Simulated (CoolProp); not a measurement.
The fluid at 437.87 K and 0.19 MPa is throttled through a valve to 0.108 MPa with no heat exchange. The same conditions are run with several fluids, on thermodynamics alone (safety and materials aside).

Computed with CoolProp (reference Helmholtz-energy equation of state of each fluid (hydrogen chloride: Thol 2018; toluene: Lemmon 2006; dry air: Lemmon 2000; n-pentane: Thol 2019; the fluoroketone C6F12O (FK-5-1-12): McLinden 2015)). Blends and air are pseudo-pure fits.

**Question.** Rank hydrogen chloride, toluene, dry air, n-pentane, the fluoroketone C6F12O (FK-5-1-12) by temperature change (K), highest first.

**Answer.** dry air (-0.1), hydrogen chloride (-0.6), the fluoroketone C6F12O (FK-5-1-12) (-0.7), n-pentane (-0.8), toluene (-1.7)

```tsv
fluid	final density (kg/m³)
hydrogen chloride	1.09
toluene	2.82
dry air	0.859
n-pentane	2.18
the fluoroketone C6F12O (FK-5-1-12)	9.59
```
